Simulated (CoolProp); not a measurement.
Values from CoolProp's reference Helmholtz-energy equation of state, Lemmon 2006. It is a short technical equation, of lower accuracy than the large ones.

Task: Give the vapour pressure (kPa), liquid density (kg/m³), vapour density (kg/m³), enthalpy of vaporisation (kJ/kg) of saturated CH3F (R41) at -16.55, 1.55, 7.55 °C.

Result: 
```json
[
 {"T (°C)": "-16.55", "p (kPa)": "1270", "liquid density (kg/m³)": "731", "vapour density (kg/m³)": "25.5", "enthalpy of vaporisation (kJ/kg)": "377"},
 {"T (°C)": "1.55", "p (kPa)": "2130", "liquid density (kg/m³)": "673", "vapour density (kg/m³)": "44.6", "enthalpy of vaporisation (kJ/kg)": "328"},
 {"T (°C)": "7.55", "p (kPa)": "2490", "liquid density (kg/m³)": "651", "vapour density (kg/m³)": "53.7", "enthalpy of vaporisation (kJ/kg)": "309"}
]
```
